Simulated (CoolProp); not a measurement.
R141b at 248.58 K and 0.00487 MPa is compressed adiabatically to 0.0127 MPa with isentropic efficiency 0.85. Each further row changes one setting.

Model: reference Helmholtz-energy equation of state, Lemmon 2006, in CoolProp. It is a short technical equation, of lower accuracy than the large ones.

```json
[
 {"case": "as stated", "work (kJ/kg)": "20.8", "final temperature (K)": "278.6", "final density (kg/m³)": "0.645"},
 {"case": "efficiency 1", "work (kJ/kg)": "…", "final temperature (K)": "…", "final density (kg/m³)": "…"},
 {"case": "efficiency 0.65", "work (kJ/kg)": "…", "final temperature (K)": "287.3", "final density (kg/m³)": "0.625"}
]
```

Q: Fill in the missing entries.

A: 
- efficiency 1, work (kJ/kg): 17.7
- efficiency 1, final temperature (K): 274.3
- efficiency 1, final density (kg/m³): 0.656
- efficiency 0.65, work (kJ/kg): 27.2
